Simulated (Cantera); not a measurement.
Cantera with NASA thermochemical tables; ideal gases at 1 bar, condensed phases pure. Values are per mole of reaction as written; species without (g) are pure solids or liquids, kept so even where they would boil at 1 bar.

6 N(g) + 2 CrO3(g) → 3 N2O(g) + Cr2O3, with ΔH° = -3140.6 kJ and ΔS° = -712.4 J/K at 300 K.

### Question
How far is the shortcut ΔG° ≈ ΔH°(300 K) − T·ΔS°(300 K) from the full temperature-dependent value at 648, 798, 948, 1098, 1248, 1398, 1548, 1698, 1848 K?

### Answer
```tsv
T (K)	shortcut (kJ)	full (kJ)	difference (kJ)	difference in log10 K
648	-2679.0	-2677.9	-1.1	0.08
798	-2572.1	-2570.2	-1.9	0.12
948	-2465.3	-2462.7	-2.6	0.14
1098	-2358.4	-2355.3	-3.1	0.15
1248	-2251.6	-2248.2	-3.4	0.14
1398	-2144.7	-2141.3	-3.4	0.13
1548	-2037.8	-2034.8	-3.0	0.10
1698	-1931.0	-1928.7	-2.3	0.07
1848	-1824.1	-1822.9	-1.2	0.03
```
The shortcut ignores the heat-capacity change of the reaction.
